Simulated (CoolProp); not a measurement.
Vapour-liquid equilibrium of isobutane (1) + acetone (2) at 295 kPa; x and y are mole fractions of (1).

Model: multi-fluid Helmholtz-energy mixture model, Bücker 2006 and Lemmon 2006; pair parameters Bell 2016, in CoolProp.

| x | bubble temperature (K) | y at the bubble point | dew temperature at overall composition x (K) | liquid density (mol/L) |
|---|---|---|---|---|
| 0.05 | 342.2 | 0.478 | 362.4 | 12.36 |
| 0.125 | 320.4 | 0.757 | 359.4 | 12.41 |
| 0.2 | 309.2 | 0.847 | 356.2 | 12.26 |
| 0.275 | 303.5 | 0.882 | 352.8 | 12.02 |
| 0.35 | 300.6 | 0.899 | 349.2 | 11.73 |
| 0.425 | 299.0 | 0.907 | 345.2 | 11.42 |
| 0.5 | 298.2 | 0.912 | 340.9 | 11.12 |
| 0.575 | 297.6 | 0.916 | 336.0 | 10.84 |
| 0.65 | 297.0 | 0.921 | 330.3 | 10.56 |
| 0.725 | 296.3 | 0.927 | 323.7 | 10.31 |
| 0.8 | 295.4 | 0.936 | 315.6 | 10.08 |
| 0.875 | 294.3 | 0.952 | 304.8 | 9.881 |
| 0.95 | 293.2 | 0.976 | 294.4 | 9.703 |

No azeotrope shows between x = 0.05 and 0.95.

Pair parameters are fitted to limited data, so mixtures are less certain than the pure fluids. With so large a gap from Raoult's law the liquid may split in two, which this calculation doesn't test in full.
